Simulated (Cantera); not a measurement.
An isothermal, constant-pressure homogeneous reactor starts with NO : N2 = 1 : 12 (molar parts), at 2100 K and 20.0 Torr.

Model: GRI-Mech 3.0 (53 species, 325 reactions), integrated in Cantera. Radical loss at walls, strong at low pressure, is not modelled.

Question: Predict: x(NO) at 8.00 s; x(O) at 8.00 s; x(N2) at 8.00 s; x(O2) at 8.00 s; x(NO2) at 8.00 s; x(N2O) at 8.00 s.

Answer: 
| Property | Value |
|---|---|
| x(NO) at 8.00 s | 0.0321 (gas-phase equilibrium 0.00452) |
| x(O) at 8.00 s | 0.00127 (gas-phase equilibrium 0.00161) |
| x(N2) at 8.00 s | 0.945 (gas-phase equilibrium 0.959) |
| x(O2) at 8.00 s | 0.0217 (gas-phase equilibrium 0.0354) |
| x(NO2) at 8.00 s | 2.48e-6 (gas-phase equilibrium 4.45e-7) |
| x(N2O) at 8.00 s | 4.15e-7 (gas-phase equilibrium 4.55e-8) |
